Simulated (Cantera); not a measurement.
A Cantera script and what it prints.

```python
import numpy as np
import cantera as ct

gas_names = """
    H H2 N NH NH2 NH3 N2 N2H2 N2H4 Pb Pb2
""".split()
cond_names = """
    Pb(cr) Pb(L)
""".split()


def load(file, names, dense=False):
    # The tables refer to 1 bar. Condensed volumes are neglected.
    table = {s.name: s for s in ct.Species.list_from_file(file)}
    out = []
    for n in names:
        d = dict(table[n].input_data)
        d["thermo"] = dict(d["thermo"], **{"reference-pressure": 1e5})
        if dense:
            d["equation-of-state"] = {"model": "constant-volume", "density": "1e6 g/cm^3"}
        out.append(ct.Species.from_dict(d))
    return out


gas = ct.Solution(thermo="ideal-gas", species=load("nasa_gas.yaml", gas_names))
cond = {s.name: ct.Solution(thermo="fixed-stoichiometry", species=[s], name=s.name)
        for s in load("nasa_condensed.yaml", cond_names, dense=True)}
atoms = {
    'Pb': {'Pb': 1},
    'NH3': {'N': 1, 'H': 3},
    'H2': {'H': 2},
}
top_T = {}  # K; cautious upper limits of use, not melting points


def equilibrate(T, P, feed):
    n = {}
    for name, mol in feed.items():
        for a, k in atoms[name].items():
            n[a] = n.get(a, 0.0) + k * mol
    gas.TPX = T, P, n
    mass = sum(n.values()) * gas.mean_molecular_weight
    gas.equilibrate("TP")
    valid = [c for c in cond.values() if c.min_temp <= T <= top_T.get(c.name, c.max_temp)]
    mix = ct.Mixture([(gas, mass / gas.mean_molecular_weight)] + [(c, 0.0) for c in valid])
    mix.T, mix.P = T, P
    mix.equilibrate("TP", solver="vcs", rtol=1e-11, max_steps=5000)
    return mix


results = []
feed = {'Pb': 1, 'NH3': 0.19, 'H2': 23}  # mol
P = 10000  # Pa
for T in [948, 1023, 1098, 1173, 1248, 1323, 1398, 1473, 1548, 1623, 1698, 1773, 1848]:
    mix = equilibrate(T, P, feed)
    results.append((T, P, feed, dict(zip(mix.species_names, mix.species_moles))))
    x = sorted(zip(gas.X, gas.species_names), reverse=True)
    print(f"T = {T:g} K  P = {P:g} Pa  gas = {mix.phase_moles(0):.4g} mol")
    print("   x: " + "  ".join(f"{s} {v:.3e}" for v, s in x if v > 1e-05))
    print("   condensed (mol): " + ("  ".join(f"{mix.phase(i).name} {mix.phase_moles(i):.4g}"
          for i in range(1, mix.n_phases) if mix.phase_moles(i) > 1e-12) or "none"))
```

It prints:

```
T = 948 K  P = 10000 Pa  gas = 23.38 mol
   x: H2 9.959e-01  N2 4.060e-03  Pb 4.789e-05
   condensed (mol): Pb(L) 0.9989
T = 1023 K  P = 10000 Pa  gas = 23.39 mol
   x: H2 9.957e-01  N2 4.061e-03  Pb 2.666e-04
   condensed (mol): Pb(L) 0.9938
T = 1098 K  P = 10000 Pa  gas = 23.41 mol
   x: H2 9.948e-01  N2 4.058e-03  Pb 1.168e-03
   condensed (mol): Pb(L) 0.9727
T = 1173 K  P = 10000 Pa  gas = 23.48 mol
   x: H2 9.917e-01  Pb 4.218e-03  N2 4.045e-03
   condensed (mol): Pb(L) 0.901
T = 1248 K  P = 10000 Pa  gas = 23.69 mol
   x: H2 9.830e-01  Pb 1.300e-02  N2 4.010e-03
   condensed (mol): Pb(L) 0.692
T = 1323 K  P = 10000 Pa  gas = 24.23 mol
   x: H2 9.609e-01  Pb 3.516e-02  N2 3.920e-03
   condensed (mol): Pb(L) 0.1478
T = 1398 K  P = 10000 Pa  gas = 24.38 mol
   x: H2 9.551e-01  Pb 4.101e-02  N2 3.896e-03  H 1.462e-05
   condensed (mol): none
T = 1473 K  P = 10000 Pa  gas = 24.38 mol
   x: H2 9.551e-01  Pb 4.101e-02  N2 3.896e-03  H 3.910e-05
   condensed (mol): none
T = 1548 K  P = 10000 Pa  gas = 24.38 mol
   x: H2 9.550e-01  Pb 4.101e-02  N2 3.896e-03  H 9.516e-05
   condensed (mol): none
T = 1623 K  P = 10000 Pa  gas = 24.38 mol
   x: H2 9.549e-01  Pb 4.101e-02  N2 3.896e-03  H 2.136e-04
   condensed (mol): none
T = 1698 K  P = 10000 Pa  gas = 24.39 mol
   x: H2 9.547e-01  Pb 4.100e-02  N2 3.896e-03  H 4.468e-04
   condensed (mol): none
T = 1773 K  P = 10000 Pa  gas = 24.39 mol
   x: H2 9.542e-01  Pb 4.100e-02  N2 3.895e-03  H 8.788e-04
   condensed (mol): none
T = 1848 K  P = 10000 Pa  gas = 24.4 mol
   x: H2 9.535e-01  Pb 4.098e-02  N2 3.893e-03  H 1.637e-03
   condensed (mol): none
```

These are equilibrium values from Cantera (NASA tables, ideal gas, pure condensed phases), not measurements of a reactor.
